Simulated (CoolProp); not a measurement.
Vapour-liquid equilibrium of dimethyl ether (1) + R227EA (2) at 291.6 K; x and y are mole fractions of (1).

Model: multi-fluid Helmholtz-energy mixture model, Wu 2011 and Lemmon 2016; pair parameters Bell 2016, in CoolProp.

```csv
x,bubble pressure (kPa),y at the bubble point,dew pressure at overall composition x (kPa),liquid density (mol/L)
0.05,356.4,0.022,344.4,…
0.2,320.8,…,314.9,9.352
0.35,309.9,0.362,309.7,10.16
0.5,328.5,0.594,…,11.01
0.65,368.4,0.778,…,11.95
0.8,…,0.900,375.5,12.98
0.95,469.4,…,447.7,14.16
```

Question: Some entries are withheld; supply them.

Answer: 
- 0.05, liquid density (mol/L): 8.577
- 0.2, y at the bubble point: 0.150
- 0.5, dew pressure at overall composition x (kPa): 317.4
- 0.65, dew pressure at overall composition x (kPa): 337.6
- 0.8, bubble pressure (kPa): 418.0
- 0.95, y at the bubble point: 0.980

y crosses x between x = 0.2 and 0.35: the model has an azeotrope there.

The pair parameters rest on a limited set of measurements; away from them the model extrapolates.
